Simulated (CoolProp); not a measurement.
Saturation properties of p-xylene (Tc = 616.2 K, pc = 3.532 MPa, ω = 0.324).

Values from CoolProp's reference Helmholtz-energy equation of state, Zhou 2012.

```tsv
T (K)	p (MPa)	surface tension (mN/m)	liquid conductivity (mW/(m K))
398.4	0.07048	17.6	103
415.7	0.1133	15.9	99.0
432.9	0.1739	(withheld)	(withheld)
450.1	0.2571	(withheld)	(withheld)
467.4	0.3688	11.1	(withheld)
484.6	0.5131	9.56	87.2
501.8	0.6968	8.07	84.9
519	0.9264	6.62	82.9
536.3	1.211	5.22	81.2
553.5	(withheld)	3.90	79.7
```

Fill in the missing entries.


- 432.9, surface tension (mN/m): 14.3
- 432.9, liquid conductivity (mW/(m K)): 95.6
- 450.1, surface tension (mN/m): 12.7
- 450.1, liquid conductivity (mW/(m K)): 92.6
- 467.4, liquid conductivity (mW/(m K)): 89.7
- 553.5, p (MPa): 1.556

It boils at 411.5 K under 1 atm.

Thermal conductivity comes from a separate model (Mylona 2014). Surface tension comes from a separate correlation (Mulero 2014).
